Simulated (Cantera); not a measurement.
Charge: 1 mol Al(CH₃)₃, 43 mol N₂O, 48 mol H₂, held at 1973.15 K and 0.490 bar.

Cantera equilibrium calculation (NASA polynomials, part measured and part estimated; ideal gas, pure solids and liquids). Candidate condensed phases: Al, AlN, Al₂O₃, C, C₆H₆, C₇H₈, C₈H₁₈, H₂O; 148 gas species. The feed counts by its element totals alone. Gases not in the tables: Al(OH)₃. The numbers say what is thermodynamically allowed, not how fast it happens.

Base state: N₂ 0.436, H₂O 0.380, H₂ 0.153, CO 0.0196, CO₂ 0.0109, H 0.000754, OH 0.000178 (mole fractions); condensed: Al₂O₃(s).

Task: What changes in the equilibrium state with this change: H₂ from 48 to 4.6 mol?

Result: 
```tsv
species	before	after
N₂	0.436	0.626
O₂	6.96e-7	0.189
H₂O	0.380	0.132
H₂	0.153	0.000102
CO	0.0196	0.000151
CO₂	0.0109	0.0437
NO	9.63e-6	0.00602
O	6.47e-7	0.000338
H	0.000754	1.95e-5
OH	0.000178	0.00240
Al₂O₃(s), mol	0.500	0.500
```

Task: What changes in the equilibrium state with this change: pressure from 0.490 bar to 11.0 mbar?

Result: 
| species | before | after |
|---|---|---|
| N₂ | 0.436 | 0.435 |
| H₂O | 0.380 | 0.377 |
| H₂ | 0.153 | 0.151 |
| H | 0.000754 | 0.00500 |
| CO | 0.0196 | 0.0195 |
| CO₂ | 0.0109 | 0.0109 |
| O₂ | 6.96e-7 | 3.14e-5 |
| O | 6.47e-7 | 2.90e-5 |
| Al₂O₃(s), mol | 0.500 | 0.500 |
